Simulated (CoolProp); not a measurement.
Vapour-liquid equilibrium of propane (1) + R134a (2) at 0.595 MPa; x and y are mole fractions of (1).

Model: multi-fluid Helmholtz-energy mixture model, Lemmon 2009 and Tillner-Roth 1994; pair parameters Bell 2016, in CoolProp.

**Question.** Give the bubble temperature and the first vapour's composition at x = 0.425, 0.5, 0.875. Is there an azeotrope?

**Answer.** x = 0.425: 274.2 K, y = 0.584; x = 0.5: 273.8 K, y = 0.604; x = 0.875: 275.3 K, y = 0.780. y crosses x between x = 0.575 and 0.65: the model has an azeotrope there.

The pair parameters rest on a limited set of measurements; away from them the model extrapolates. With so large a gap from Raoult's law the liquid may split in two, which this calculation doesn't test in full.
